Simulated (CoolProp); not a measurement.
Vapour pressure (bar) of cyclopentane: the reference equation beside estimates from Tc = 511.7 K, pc = 45.83 bar, ω = 0.202.

Values from CoolProp's reference Helmholtz-energy equation of state, Gedanitz 2015.

```json
[
 {"T (K)": "329.9", "reference": "1.288", "Lee-Kesler": "1.271", "van der Waals": "5.954", "Redlich-Kwong": "1.920", "Soave-Redlich-Kwong": "1.274"},
 {"T (K)": "333.9", "reference": "1.457", "Lee-Kesler": "1.441", "van der Waals": "6.356", "Redlich-Kwong": "2.150", "Soave-Redlich-Kwong": "1.443"},
 {"T (K)": "337.8", "reference": "1.637", "Lee-Kesler": "1.623", "van der Waals": "6.764", "Redlich-Kwong": "2.393", "Soave-Redlich-Kwong": "1.624"},
 {"T (K)": "341.8", "reference": "…", "Lee-Kesler": "1.827", "van der Waals": "7.201", "Redlich-Kwong": "2.663", "Soave-Redlich-Kwong": "1.828"},
 {"T (K)": "345.7", "reference": "2.055", "Lee-Kesler": "2.045", "van der Waals": "7.645", "Redlich-Kwong": "2.947", "Soave-Redlich-Kwong": "2.045"},
 {"T (K)": "349.7", "reference": "2.296", "Lee-Kesler": "2.288", "van der Waals": "8.118", "Redlich-Kwong": "3.261", "Soave-Redlich-Kwong": "2.288"},
 {"T (K)": "353.6", "reference": "2.551", "Lee-Kesler": "…", "van der Waals": "8.597", "Redlich-Kwong": "3.589", "Soave-Redlich-Kwong": "…"},
 {"T (K)": "357.6", "reference": "2.834", "Lee-Kesler": "2.833", "van der Waals": "9.108", "Redlich-Kwong": "3.950", "Soave-Redlich-Kwong": "2.832"},
 {"T (K)": "361.5", "reference": "3.132", "Lee-Kesler": "3.136", "van der Waals": "9.624", "Redlich-Kwong": "4.327", "Soave-Redlich-Kwong": "3.135"},
 {"T (K)": "365.5", "reference": "3.463", "Lee-Kesler": "3.472", "van der Waals": "10.17", "Redlich-Kwong": "4.740", "Soave-Redlich-Kwong": "3.470"},
 {"T (K)": "369.4", "reference": "3.809", "Lee-Kesler": "3.824", "van der Waals": "10.73", "Redlich-Kwong": "5.168", "Soave-Redlich-Kwong": "3.823"},
 {"T (K)": "373.4", "reference": "4.192", "Lee-Kesler": "4.212", "van der Waals": "11.32", "Redlich-Kwong": "5.636", "Soave-Redlich-Kwong": "4.213"}
]
```

Problem. What belongs in the gaps?

Solution. 
- 341.8, reference: 1.840
- 353.6, Lee-Kesler: 2.546
- 353.6, Soave-Redlich-Kwong: 2.545

Absolute difference from the reference over all 12 rows, mean and median: Lee-Kesler 0.5 and 0.4 %, van der Waals 253.3 and 245.3 %, Redlich-Kwong 41.5 and 41.4 %, Soave-Redlich-Kwong 0.5 and 0.4 %.
